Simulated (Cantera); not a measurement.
A freely propagating, adiabatic, planar premixed flame of 23.7 % H₂, 14.5 % O₂, 54.3 % N₂, 7.58 % H₂O, equivalence ratio 0.82, unburnt at 598 K and 101000 Pa; mixture-averaged transport, grid criteria slope 0.08 and curve 0.16, no radiation.

Cantera simulation using the H2/O2 subset of GRI-Mech 3.0, which has no nitrogen chemistry; the numbers are that mechanism's predictions, not measurements. Burning velocities carry a grid error of a few per cent, more on coarse grids.

x: mole fraction of selected species; z is measured from the peak of heat release.

```json
[
 {"z (mm)": "-1.25", "T (K)": "598", "u (m/s)": "5.29", "x H₂": "0.237", "x O₂": "0.145", "x H₂O": "0.0758", "x H": "<1e-8", "x OH": "<1e-8", "x O": "<1e-8"},
 {"z (mm)": "-0.833", "T (K)": "598", "u (m/s)": "5.29", "x H₂": "0.237", "x O₂": "0.145", "x H₂O": "0.0758", "x H": "<1e-8", "x OH": "<1e-8", "x O": "<1e-8"},
 {"z (mm)": "-0.625", "T (K)": "598", "u (m/s)": "5.29", "x H₂": "0.237", "x O₂": "0.145", "x H₂O": "0.0758", "x H": "<1e-8", "x OH": "<1e-8", "x O": "<1e-8"},
 {"z (mm)": "-0.417", "T (K)": "598", "u (m/s)": "5.29", "x H₂": "0.237", "x O₂": "0.145", "x H₂O": "0.0759", "x H": "<1e-8", "x OH": "<1e-8", "x O": "<1e-8"},
 {"z (mm)": "-0.208", "T (K)": "613", "u (m/s)": "5.38", "x H₂": "0.229", "x O₂": "0.145", "x H₂O": "0.0774", "x H": "4.49e-5", "x OH": "2.14e-5", "x O": "4.71e-6"},
 {"z (mm)": "-0.104", "T (K)": "[?]", "u (m/s)": "6.83", "x H₂": "[?]", "x O₂": "0.142", "x H₂O": "[?]", "x H": "[?]", "x OH": "[?]", "x O": "[?]"},
 {"z (mm)": "0", "T (K)": "1193", "u (m/s)": "9.91", "x H₂": "0.120", "x O₂": "0.112", "x H₂O": "0.168", "x H": "0.0176", "x OH": "0.00278", "x O": "0.00339"},
 {"z (mm)": "0.104", "T (K)": "1490", "u (m/s)": "12.2", "x H₂": "0.0538", "x O₂": "0.0667", "x H₂O": "0.248", "x H": "0.0303", "x OH": "0.00838", "x O": "0.00861"},
 {"z (mm)": "0.208", "T (K)": "1644", "u (m/s)": "13.4", "x H₂": "0.0337", "x O₂": "0.0491", "x H₂O": "0.278", "x H": "0.0285", "x OH": "0.0122", "x O": "0.00991"},
 {"z (mm)": "0.417", "T (K)": "1799", "u (m/s)": "14.5", "x H₂": "0.0271", "x O₂": "0.0421", "x H₂O": "0.293", "x H": "0.0201", "x OH": "0.0145", "x O": "0.00852"},
 {"z (mm)": "0.833", "T (K)": "1945", "u (m/s)": "15.6", "x H₂": "0.0219", "x O₂": "0.0380", "x H₂O": "0.307", "x H": "0.0118", "x OH": "0.0150", "x O": "0.00609"},
 {"z (mm)": "1.67", "T (K)": "2065", "u (m/s)": "16.4", "x H₂": "0.0157", "x O₂": "0.0347", "x H₂O": "0.321", "x H": "0.00601", "x OH": "0.0138", "x O": "0.00386"},
 {"z (mm)": "3.33", "T (K)": "2156", "u (m/s)": "17.0", "x H₂": "[?]", "x O₂": "0.0323", "x H₂O": "0.332", "x H": "[?]", "x OH": "[?]", "x O": "[?]"}
]
```

What belongs in the gaps?


- -0.104, T (K): 799
- -0.104, x H₂: 0.197
- -0.104, x H₂O: 0.0968
- -0.104, x H: 0.00249
- -0.104, x OH: 0.000696
- -0.104, x O: 0.000218
- 3.33, x H₂: 0.00975
- 3.33, x H: 0.00259
- 3.33, x OH: 0.0115
- 3.33, x O: 0.00218
